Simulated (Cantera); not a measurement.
Feed: 1 mol SiCl₄, 0.48 mol N₂, equilibrated at 975 K and 38000 Pa.

Cantera equilibrium calculation (NASA polynomials, part measured and part estimated; ideal gas, pure solids and liquids). Candidate condensed phases: Si, Si₃N₄; 13 gas species. Equilibrium is a limit: real reactors are often held back by kinetics, nucleation or transport.

Base state: SiCl₄ 0.676, N₂ 0.324 (mole fractions); condensed: gas only.

**Question.** What changes in the equilibrium state with this change: temperature from 975 K to 1650 K?

**Answer.** 
| species | before | after |
|---|---|---|
| SiCl₄ | 0.676 | 0.662 |
| N₂ | 0.324 | 0.322 |
| SiCl₃ | 6.65e-7 | 0.00801 |
| Cl | 2.06e-7 | 0.00680 |
| SiCl₂ | <1e-9 | 0.000212 |
| Cl₂ | 2.30e-7 | 0.000818 |
The tables' values for SiCl₃ are old estimates; treat these amounts as uncertain.
